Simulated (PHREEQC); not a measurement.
A solution holds 0.002 mol HF, 0.0053 mol (NH4)2SiF6 and 0.0063 mol HBF4 per kg of water, at 18 °C. Closed to the air; pH follows from the charge balance.

All values are PHREEQC results (ion-association model, wateq4f.dat), not measurements.

```csv
quantity,before,after
pH,2.25,2.44
ionic strength (mol/kgw),0.0222,0.0189
BF4- (mol/kgw),0.00512,0.00454
HF (mol/kgw),0.00468,0.0126
H3BO3 (mol/kgw),0.000746,0.00115
F- (mol/kgw),0.000739,0.00102
```

Which change was made?
(A) (NH4)2SiF6 replaced by KHF2 at the same molality
(B) HF replaced by KHF2 at the same molality
(C) diluted 100-fold with water
(D) temperature from 18 to 75 °C

D, temperature from 18 to 75 °C

Precipitation was switched off in this run. Some of these states are supersaturated (in Quartz (slow to form), Chalcedony (slow to form), for instance). Constants without temperature data keep their 25 °C values here. SiF6-2 is the database's only silicon fluoride. Real BF4- forms and hydrolyses slowly; the run takes it at equilibrium.
